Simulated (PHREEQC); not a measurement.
# Nickel, zinc or cadmium bath (model solution)

A solution holds 73 mmol/kgw ZnSO4 and 0.07 mmol/kgw Na2SO4, at 55 °C. Closed to the air; pH follows from the charge balance.

Model: ion-association model, phreeqc.dat, run in PHREEQC.

```
Property                Value
--------------  -------------
pH                       5.23
ionic strength  0.147 mol/kgw
density           0.997 g/cm³
```

```
species     molality  activity   log γ
----------  --------  --------  ------
Zn+2          0.0367    0.0115  -0.505
SO4-2         0.0306   0.00942  -0.511
ZnSO4         0.0302    0.0312   0.015
Zn(SO4)2-2   0.00617   0.00194  -0.503
Na+         0.000133   9.97e-5  -0.124
ZnOH+        2.23e-5   1.67e-5  -0.126
HSO4-        1.50e-5   1.12e-5  -0.126
NaSO4-       7.41e-6   5.59e-6  -0.122
H+           7.40e-6   5.93e-6  -0.096
OH-          1.71e-8   1.23e-8  -0.143
Zn(OH)2      3.95e-9   4.09e-9   0.015
```

This is a speciation only: nothing precipitates in the calculation. Away from 25 °C the constants follow the database's enthalpies or fits; those with neither stay at their 25 °C values.
